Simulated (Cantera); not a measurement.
Feed: 1 mol SiHCl₃, 0.14 mol C₂H₂, 870 mol H₂, equilibrated at 2.50 mbar.

Equilibrium computed with Cantera from the NASA thermochemical tables; the gas is ideal and each condensed phase is pure. Candidate condensed phases: C, C₆H₆, C₇H₈, C₈H₁₈, Si, SiC; 109 gas species. Mutual solubility and eutectic melting of coexisting phases are not modelled. Gases not in the tables: Si₂H₆ and higher silanes. Kinetics and transport are ignored.

**Question.** Which condensed phases are stable at each of these points (T (°C)): 1277, 1352, 1427, 1502, 1577, 1652, 1727, 1802?

**Answer.** 
```json
[
 {"T (°C)": "1277", "condensed phases": "Si(s) + SiC(s)", "Si condensed (%)": "95.0"},
 {"T (°C)": "1352", "condensed phases": "Si(s) + SiC(s)", "Si condensed (%)": "89.4"},
 {"T (°C)": "1427", "condensed phases": "Si(l) + SiC(s)", "Si condensed (%)": "68.5"},
 {"T (°C)": "1502", "condensed phases": "SiC(s)", "Si condensed (%)": "27.4"},
 {"T (°C)": "1577", "condensed phases": "SiC(s)", "Si condensed (%)": "26.6"},
 {"T (°C)": "1652", "condensed phases": "SiC(s)", "Si condensed (%)": "17.1"},
 {"T (°C)": "1727", "condensed phases": "gas only", "Si condensed (%)": "0.0"},
 {"T (°C)": "1802", "condensed phases": "gas only", "Si condensed (%)": "0.0"}
]
```

From 1277 °C to 1352 °C the condensed part is Si(s) + SiC(s). At 1427 °C the condensed part is Si(l) + SiC(s). From 1502 °C to 1652 °C the condensed part is SiC(s). From 1727 °C to 1802 °C nothing is condensed.
